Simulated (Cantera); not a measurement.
A closed system holds: 1 mol AlN, 10 mol O₂, 93 mol N₂, equilibrated at 525 °C and 75.0 Torr.

These are equilibrium values from Cantera (NASA tables, ideal gas, pure condensed phases), not measurements of a reactor. Candidate condensed phases: Al, AlN, Al₂O₃; 16 gas species. Equilibrium is a limit: real reactors are often held back by kinetics, nucleation or transport.

**Question.** What is the equilibrium state?

**Answer.** 
- x(N₂) = 0.910
- x(O₂) = 0.0900
- x(NO) = 1.36e-6
- n(Al₂O₃(s)) = 0.500 mol
- gas amount = 102.8 mol
- log10 activity of Al(s) (absent) = -45.12
